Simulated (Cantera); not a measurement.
Mixture: CH4 : CO : O2 : N2 : H2O = 1 : 0.045 : 1.44 : 5.43 : 0.27 (molar parts), equivalence ratio 1.4, at 1.00 bar, adiabatic and at constant pressure. Ignition delay is the time to a rise of 400 K.

Computed with Cantera and GRI-Mech 3.0 (53 species, 325 reactions).

What does this change do: pressure from 1.00 bar to 1.10 bar?


```csv
quantity,before,after
delay at 1198 K,65.1 ms,59.9 ms
delay at 1298 K,16.5 ms,15.3 ms
delay at 1398 K,4.72 ms,4.40 ms
delay at 1498 K,1.52 ms,1.42 ms
delay at 1598 K,0.564 ms,0.524 ms
apparent activation energy between 1548 and 1648 K,190 kJ/mol,200 kJ/mol
```
